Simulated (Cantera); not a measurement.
A closed system holds: 1 mol CaCl₂, 2.6 mol HCl, a varied amount of N₂, at 13.3 mbar.

These are equilibrium values from Cantera (NASA tables, ideal gas, pure condensed phases), not measurements of a reactor. Candidate condensed phases: Ca, CaCl₂, NH₄Cl; 16 gas species. The numbers say what is thermodynamically allowed, not how fast it happens.

Problem. What condenses at these points (T in °C, n(N₂) in mol): (1252, 5.7); (802, 8); (1202, 22); (1102, 8); (1002, 5.7)?

Solution. 
```tsv
T (°C)	n(N₂) in mol	condensed phases	Ca condensed (%)
1252	5.7	gas only	0.0
802	8	CaCl₂	100.0
1202	22	gas only	0.0
1102	8	CaCl₂	81.7
1002	5.7	CaCl₂	97.8
```
